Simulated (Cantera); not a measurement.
**Ignition delay**

Mixture: 34.0 % H2, 9.99 % O2, 56.0 % N2, equivalence ratio 1.7, at 12.8 atm, adiabatic and at constant volume. Ignition delay is the time to a rise of 400 K.

Cantera simulation using the H2/O2 subset of GRI-Mech 3.0, which has no nitrogen chemistry; the numbers are that mechanism's predictions, not measurements. The hydrogen kinetics of GRI-Mech 3.0 are dated; newer H2 mechanisms differ, most at raised pressure. The pressure lies above the range GRI-Mech 3.0 was tuned for (to about 10 atm).

```
T0 (K)  delay (ms)
------  ----------
1050          2.24
1150         0.276
1250        0.0249
1350       0.00380
1450       0.00187
1550       0.00121
1650      0.000874
```

| Item | Result |
|---|---|
| apparent activation energy between 1450 and 1650 K | 76 kJ/mol |
